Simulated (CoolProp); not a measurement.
Model: reference Helmholtz-energy equation of state, Lemmon 2006, in CoolProp. It is a short technical equation, of lower accuracy than the large ones.

Q: Give the vapour pressure (MPa), liquid density (kg/m³), vapour density (kg/m³) of saturated isopentane at 24.75 °C.

A: 
```tsv
T (°C)	p (MPa)	liquid density (kg/m³)	vapour density (kg/m³)
24.75	0.0910	615	2.76
```
